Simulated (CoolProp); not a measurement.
R1234ze(E) along the isobar 61.8 bar: Z from the reference equation and from simpler models built on Tc = 109.4 °C, pc = 36.35 bar, ω = 0.313; each cubic takes its own stable root.

Computed with CoolProp (reference Helmholtz-energy equation of state, Thol 2016).

```tsv
T (°C)	phase	reference	van der Waals	Redlich-Kwong	Peng-Robinson
-38.15	liquid	0.2657	0.4374	0.3023	___
-31.95	liquid	0.2618	0.4300	0.2980	0.2555
-25.85	liquid	0.2583	0.4232	0.2941	0.2518
-19.65	liquid	0.2550	___	0.2906	0.2484
-13.45	liquid	0.2520	0.4109	0.2874	___
-7.25	liquid	0.2492	0.4054	0.2845	0.2426
-1.05	liquid	0.2467	0.4004	0.2820	0.2401
5.05	liquid	0.2445	0.3958	0.2798	___
11.25	liquid	0.2425	0.3915	0.2780	0.2363
17.45	liquid	___	0.3876	___	0.2348
23.65	liquid	0.2392	0.3841	0.2753	___
```

Task: Complete the blanks.

Result: 
- -38.15, Peng-Robinson: 0.2596
- -19.65, van der Waals: 0.4169
- -13.45, Peng-Robinson: 0.2453
- 5.05, Peng-Robinson: 0.2380
- 17.45, reference: 0.2407
- 17.45, Redlich-Kwong: 0.2765
- 23.65, Peng-Robinson: 0.2337
